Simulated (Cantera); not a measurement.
A Cantera script and what it prints.

```python
import numpy as np
import cantera as ct

gas_names = """
    H HO2 H2 H2O H2O2 O OH O2 O3 Ti TiO TiO2
""".split()
cond_names = """
    H2O(s) H2O(L) Ti(a) Ti(b) Ti(L) TiO(a) TiO(b) TiO(L) TiO2(ru) TiO2(L) Ti2O3(a) Ti2O3(b) Ti2O3(L)
    Ti3O5(a) Ti3O5(b) Ti3O5(L) Ti4O7(s) Ti4O7(L)
""".split()


def load(file, names, dense=False):
    # The tables refer to 1 bar. Condensed volumes are neglected.
    table = {s.name: s for s in ct.Species.list_from_file(file)}
    out = []
    for n in names:
        d = dict(table[n].input_data)
        d["thermo"] = dict(d["thermo"], **{"reference-pressure": 1e5})
        if dense:
            d["equation-of-state"] = {"model": "constant-volume", "density": "1e6 g/cm^3"}
        out.append(ct.Species.from_dict(d))
    return out


gas = ct.Solution(thermo="ideal-gas", species=load("nasa_gas.yaml", gas_names))
cond = {s.name: ct.Solution(thermo="fixed-stoichiometry", species=[s], name=s.name)
        for s in load("nasa_condensed.yaml", cond_names, dense=True)}
atoms = {
    'TiO2': {'Ti': 1, 'O': 2},
    'H2': {'H': 2},
}
top_T = {}  # K; cautious upper limits of use, not melting points


def equilibrate(T, P, feed):
    n = {}
    for name, mol in feed.items():
        for a, k in atoms[name].items():
            n[a] = n.get(a, 0.0) + k * mol
    gas.TPX = T, P, n
    mass = sum(n.values()) * gas.mean_molecular_weight
    gas.equilibrate("TP")
    valid = [c for c in cond.values() if c.min_temp <= T <= top_T.get(c.name, c.max_temp)]
    mix = ct.Mixture([(gas, mass / gas.mean_molecular_weight)] + [(c, 0.0) for c in valid])
    mix.T, mix.P = T, P
    mix.equilibrate("TP", solver="vcs", rtol=1e-11, max_steps=5000)
    return mix


results = []
feed = {'TiO2': 1, 'H2': 59}  # mol
P = 100000  # Pa
for T in [1375, 1425, 1475, 1525, 1575, 1625, 1675, 1725]:
    mix = equilibrate(T, P, feed)
    results.append((T, P, feed, dict(zip(mix.species_names, mix.species_moles))))

top = {s: max(r[3][s] / sum(r[3][g] for g in gas_names) for r in results) for s in gas_names}
cols = sorted((s for s in top if top[s] > 0.001), key=lambda s: -top[s])[:7]
seen = [c for c in cond_names if any(r[3].get(c, 0) > 1e-12 for r in results)]
print("log10 of partial pressures in bar; condensed amounts in mol")
print(f"{'T/K':>10s}" + "".join(f"{s[:9]:>10s}" for s in cols + seen))
for T, P, feed, n in results:
    ng = sum(n[g] for g in gas_names)
    print(f"{T:10.4g}" + "".join(f"{np.log10(max(n[s] / ng * P / 1e5, 1e-99)):10.3f}" for s in cols)
          + "".join(f"{n.get(c, 0):10.4g}" for c in seen))
```

It prints:

```
log10 of partial pressures in bar; condensed amounts in mol
       T/K        H2       H2O  Ti3O5(b)  Ti4O7(s)
      1375    -0.002    -2.373         0      0.25
      1425    -0.002    -2.373         0      0.25
      1475    -0.002    -2.373         0      0.25
      1525    -0.002    -2.279    0.2419   0.06855
      1575    -0.002    -2.248    0.3333         0
      1625    -0.002    -2.248    0.3333         0
      1675    -0.003    -2.248    0.3333         0
      1725    -0.003    -2.248    0.3333         0
```

These are equilibrium values from Cantera (NASA tables, ideal gas, pure condensed phases), not measurements of a reactor. Mutual solubility and eutectic melting of coexisting phases are not modelled. Condensed phases not in the tables: Magnéli phases beyond Ti4O7.
